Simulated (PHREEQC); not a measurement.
## Metal-bearing waste water (model solution)

Dissolve 0.22 mol FeSO4, 0.00029 mol H3AsO4, 3.2e-05 mol NaF and 0.011 mol NaCl per kg of water at 28 °C. Closed to the air; pH follows from the charge balance.

All values are PHREEQC results (ion-association model, wateq4f.dat), not measurements.

Each row changes one thing in this solution. No solid was allowed to form.

| case | pH | ionic strength (mol/kgw) | FeSO4 (mol/kgw) | Fe+2 (mol/kgw) | SO4-2 (mol/kgw) | Cl- (mol/kgw) | SI of Melanterite (FeSO4:7H2O) | SI of Mirabilite (Na2SO4:10H2O) |
|---|---|---|---|---|---|---|---|---|
| as made | 4.32 | 0.447 | 0.110 | 0.110 | 0.108 | 0.0106 | -1.03 | -5.00 |
| H3AsO4 from 0.00029 to 0.000261 mol/kgw | 4.36 | 0.447 | 0.110 | 0.110 | 0.108 | 0.0106 | -1.03 | -5.00 |
| temperature from 28 to 70 °C | 4.59 | 0.361 | … | 0.0879 | 0.0869 | 0.0107 | -1.62 | -6.81 |
| NaF from 3.2e-05 to 0.00032 mol/kgw | 4.33 | 0.448 | 0.110 | 0.110 | 0.109 | 0.0106 | -1.03 | -4.97 |
| H3AsO4 left out | 5.79 | 0.447 | 0.110 | 0.109 | 0.109 | 0.0106 | -1.03 | -5.00 |
| diluted 2-fold with water | 4.45 | 0.240 | 0.0511 | 0.0588 | 0.0584 | 0.00537 | -1.38 | -5.69 |
| NaF from 3.2e-05 to 0.00016 mol/kgw | 4.32 | 0.448 | 0.110 | 0.110 | 0.108 | 0.0106 | -1.03 | -4.99 |
| NaF replaced by Na3PO4 at the same molality | 4.42 | 0.447 | 0.110 | 0.110 | 0.109 | 0.0106 | -1.03 | -4.99 |
| diluted 5-fold with water | … | 0.107 | … | 0.0262 | 0.0261 | 0.00217 | -1.84 | -6.63 |

Problem. Some entries are withheld; supply them.

Solution. 
- temperature from 28 to 70 °C, FeSO4 (mol/kgw): 0.132
- diluted 5-fold with water, pH: 4.66
- diluted 5-fold with water, FeSO4 (mol/kgw): 0.0178

Away from 25 °C the constants follow the database's enthalpies or fits; those with neither stay at their 25 °C values. Fluoro complexes past AlF4- and FeF3 are missing from the database.
